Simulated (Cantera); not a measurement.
# Ammonia decomposition in nitride growth gas

A perfectly stirred reactor is fed with 79.4 % NH3, 20.6 % N2, at 1000 Pa; it is held at 2200 K, and followed from long to short residence time.

Cantera simulation using the gas-phase N/H chemistry of the illustrative SiF4/NH3 mechanism in the Surface Chemkin manual (1991); the numbers are that mechanism's predictions, not measurements. Walls and surfaces, which speed up NH3 decomposition in real reactors, are not modelled.

```
τ (s)     x NH3    x N2H4   x N2H2     x NH       x H
------  -------  --------  -------  -------  --------
17      0.00866  2.30e-11  1.26e-7  1.99e-5   0.00359
4.1      0.0416  1.80e-10  6.40e-7  3.17e-5   0.00201
1.0       0.139  9.86e-10  2.68e-6  4.94e-5   0.00122
0.24      0.361   3.90e-9  8.93e-6  6.64e-5  0.000624
0.059     0.614   9.19e-9  1.83e-5  6.64e-5  0.000236
0.014     0.747   1.33e-8  2.12e-5  4.72e-5   6.42e-5
0.0035    0.784   8.49e-9  1.13e-5  2.46e-5   1.22e-5
```
x: mole fraction; the columns are a selection and need not sum to one.
